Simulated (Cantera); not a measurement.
An adiabatic, constant-volume homogeneous reactor starts with H₂ : O₂ : N₂ : H₂O = 1 : 0.278 : 1.04 : 0.068 (molar parts), equivalence ratio 1.8, at 1600 K and 54000 Pa. Integrator tolerance rtol = 1e-08.

Computed with Cantera and the H2/O2 subset of GRI-Mech 3.0, which has no nitrogen chemistry.

Question: What does this change do: initial temperature 1600 to 1225 K?

Answer: 
```csv
quantity,before,after
time of steepest temperature rise,19.1 µs,79.8 µs
temperature at 3.00 s,2906 K,2821 K
equilibrium temperature,2906 K,2821 K
x(H₂) at 3.00 s,0.193 (gas-phase equilibrium 0.193),0.197 (gas-phase equilibrium 0.197)
x(O₂) at 3.00 s,0.00201 (gas-phase equilibrium 0.00201),0.000933 (gas-phase equilibrium 0.000933)
x(H₂O) at 3.00 s,0.253 (gas-phase equilibrium 0.253),0.270 (gas-phase equilibrium 0.270)
x(H) at 3.00 s,0.0544 (gas-phase equilibrium 0.0544),0.0370 (gas-phase equilibrium 0.0370)
x(H₂O₂) at 3.00 s,1.62e-7 (gas-phase equilibrium 1.62e-7),1.14e-7 (gas-phase equilibrium 1.14e-7)
x(OH) at 3.00 s,0.0220 (gas-phase equilibrium 0.0220),0.0145 (gas-phase equilibrium 0.0145)
```

Question: What does this change do: pressure from 54000 Pa to 430000 Pa?

Answer: 
```
quantity                                                            before                                    after
---------------------------------  ---------------------------------------  ---------------------------------------
time of steepest temperature rise                                  19.1 µs                                  2.47 µs
temperature at 3.00 s                                               2906 K                                   3115 K
equilibrium temperature                                             2906 K                                   3115 K
x(H₂) at 3.00 s                        0.193 (gas-phase equilibrium 0.193)      0.199 (gas-phase equilibrium 0.199)
x(O₂) at 3.00 s                    0.00201 (gas-phase equilibrium 0.00201)  0.00100 (gas-phase equilibrium 0.00100)
x(H₂O) at 3.00 s                       0.253 (gas-phase equilibrium 0.253)      0.266 (gas-phase equilibrium 0.266)
x(H) at 3.00 s                       0.0544 (gas-phase equilibrium 0.0544)    0.0361 (gas-phase equilibrium 0.0361)
x(H₂O₂) at 3.00 s                  1.62e-7 (gas-phase equilibrium 1.62e-7)  4.76e-7 (gas-phase equilibrium 4.76e-7)
x(OH) at 3.00 s                      0.0220 (gas-phase equilibrium 0.0220)    0.0174 (gas-phase equilibrium 0.0174)
```
The hydrogen kinetics of GRI-Mech 3.0 are dated; newer H2 mechanisms differ, most at raised pressure. Above 3000 K some thermodynamic fits are extrapolated.
